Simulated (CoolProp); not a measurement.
A single-stage vapour-compression cycle with isobutane: evaporating at 273.15 K (dew point), condensing at 302.15 K (bubble point), superheat 0 K, subcooling 2 K, compressor efficiency 0.7, no pressure losses. Each further row changes one setting.

Values from CoolProp's reference Helmholtz-energy equation of state, Bücker 2006.

```json
[
 {"case": "as stated", "cooling COP": "5.88", "pressure ratio": "2.51", "discharge temperature (K)": "307.9", "refrigerating effect (kJ/kg)": "290", "volumetric capacity (kJ/m³)": "1240"},
 {"case": "evaporating temperature 278.15 K", "cooling COP": "7.39", "pressure ratio": "2.11", "discharge temperature (K)": "306.5", "refrigerating effect (kJ/kg)": "297", "volumetric capacity (kJ/m³)": "1490"},
 {"case": "condensing temperature 297.15 K", "cooling COP": "7.28", "pressure ratio": "2.17", "discharge temperature (K)": "302.3", "refrigerating effect (kJ/kg)": "303", "volumetric capacity (kJ/m³)": "1290"},
 {"case": "subcooling 7 K", "cooling COP": "6.13", "pressure ratio": "2.51", "discharge temperature (K)": "307.9", "refrigerating effect (kJ/kg)": "303", "volumetric capacity (kJ/m³)": "1290"},
 {"case": "superheat 10 K", "cooling COP": "5.94", "pressure ratio": "2.51", "discharge temperature (K)": "317.9", "refrigerating effect (kJ/kg)": "307", "volumetric capacity (kJ/m³)": "1250"},
 {"case": "compressor efficiency 0.6", "cooling COP": "5.04", "pressure ratio": "2.51", "discharge temperature (K)": "312.3", "refrigerating effect (kJ/kg)": "290", "volumetric capacity (kJ/m³)": "1240"}
]
```
